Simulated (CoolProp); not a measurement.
A single-stage vapour-compression cycle with the fluid: evaporating at 294.15 K (dew point), condensing at 348.15 K (bubble point), superheat 10 K, subcooling 0 K, compressor efficiency 0.75, no pressure losses. The same conditions are run with several fluids, on thermodynamics alone (safety and materials aside).

Model: reference Helmholtz-energy equation of state of each fluid (n-perfluoropentane: Gao 2022; propylene: Lemmon 2013; neopentane: Lemmon 2006; the fluoroketone C6F12O (FK-5-1-12): McLinden 2015; R22: Kamei 1995; methanol: de Reuck 1993), in CoolProp.

```
fluid                                cooling COP  pressure ratio  discharge temperature (K)  refrigerating effect (kJ/kg)  volumetric capacity (kJ/m³)
-----------------------------------  -----------  --------------  -------------------------  ----------------------------  ---------------------------
n-perfluoropentane                          2.31            5.66                      348.1                          42.0                          369
propylene                                   2.46            3.25                      375.3                           196                         4060
neopentane                                  2.93            4.37                      348.6                           191                          866
the fluoroketone C6F12O (FK-5-1-12)         2.36            6.76                      348.1                          44.0                          192
R22                                         2.68            3.55                      389.2                           119                         4430
methanol                                    3.42            11.0                      493.3                          1050                          186
```

The compression ends wet for: n-perfluoropentane; the fluoroketone C6F12O (FK-5-1-12).
